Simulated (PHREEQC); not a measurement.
**Copper plating or etch bath**

Dissolve 0.0031 mol CuCl2, 0.013 mol HCl and 0.0022 mol KCl per kg of water at 20 °C. Closed to the air; pH follows from the charge balance.

The numbers come from PHREEQC with the ion-association model, phreeqc.dat.

Each row changes one thing in this solution. No solid was allowed to form.

```tsv
case	pH	SI of Sylvite (KCl)
as made	1.94	-5.34
HCl from 0.013 to 0.0013 mol/kgw	?	-5.65
CuCl2 from 0.0031 to 0.0062 mol/kgw	1.95	?
temperature from 20 to 55 °C	1.94	-5.51
CuCl2 left out	?	?
```

Task: Fill in the missing entries.

Result: 
- HCl from 0.013 to 0.0013 mol/kgw, pH: 2.93
- CuCl2 from 0.0031 to 0.0062 mol/kgw, SI of Sylvite (KCl): -5.25
- CuCl2 left out, pH: 1.93
- CuCl2 left out, SI of Sylvite (KCl): -5.46

Constants without temperature data keep their 25 °C values here.
